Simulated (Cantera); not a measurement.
# Stirred combustor or abatement burner

A perfectly stirred reactor is fed with 3.27 % CH4, 0.360 % C2H6, 0.327 % C3H8, 20.2 % O2, 75.9 % N2, at 0.450 bar; it is adiabatic with a 500 K inlet, and is followed from long to short residence time, starting on the burning branch (τ in s: 0.083, 0.033, 0.013, 0.0053, 0.0021, 0.00084, 0.00034, 0.00013, 5.4e-05, 2.1e-05, 8.5e-06).

Model: GRI-Mech 3.0 (53 species, 325 reactions), integrated in Cantera.

```
τ (s)    T (K)     x CH4   x C2H6   x C3H8     x NO2      x H2   x H2O2
-------  -----  --------  -------  -------  --------  --------  -------
0.083     1574   1.73e-5  4.99e-7  4.72e-7   5.64e-9  0.000139  1.14e-7
0.033     1566   3.10e-5  8.86e-7  8.29e-7   3.65e-9  0.000248  1.67e-7
0.013     1551   5.72e-5  1.60e-6  1.47e-6   2.42e-9  0.000434  2.44e-7
0.0053    1527  0.000108  2.95e-6  2.63e-6   1.75e-9  0.000721  3.54e-7
0.0021    1486  0.000230  6.15e-6  5.34e-6   1.26e-9   0.00118  5.40e-7
0.00084   1411  0.000673  1.76e-5  1.49e-5  7.41e-10   0.00198  9.24e-7
0.00034    500    0.0327  0.00360  0.00327    <1e-12    <1e-12   <1e-12
0.00013    500    0.0327  0.00360  0.00327    <1e-12    <1e-12   <1e-12
5.4e-5     500    0.0327  0.00360  0.00327    <1e-12    <1e-12   <1e-12
2.1e-5     500    0.0327  0.00360  0.00327    <1e-12    <1e-12   <1e-12
8.5e-6     500    0.0327  0.00360  0.00327    <1e-12    <1e-12   <1e-12
```
x: mole fraction; the columns are a selection and need not sum to one.
